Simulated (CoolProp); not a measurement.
Properties of sulfur hexafluoride along the isotherm -44.55 °C.

The numbers come from the reference Helmholtz-energy equation of state, Guder 2009 in CoolProp.

| p (MPa) | phase | density (kg/m³) | Joule-Thomson coefficient (K/MPa) | isothermal compressibility (1/MPa) |
|---|---|---|---|---|
| 0.587 | liquid | 1822 | -0.2351 | 0.003089 |
| 1.17 | liquid | ___ | ___ | ___ |
| 1.76 | liquid | 1828 | ___ | 0.002964 |
| 2.35 | liquid | ___ | ___ | 0.002906 |
| 2.93 | liquid | 1834 | ___ | 0.002851 |

### Question
Fill in the missing entries.

### Answer

- 1.17, density (kg/m³): 1825
- 1.17, Joule-Thomson coefficient (K/MPa): -0.2407
- 1.17, isothermal compressibility (1/MPa): 0.003026
- 1.76, Joule-Thomson coefficient (K/MPa): -0.2462
- 2.35, density (kg/m³): 1831
- 2.35, Joule-Thomson coefficient (K/MPa): -0.2514
- 2.93, Joule-Thomson coefficient (K/MPa): -0.2564
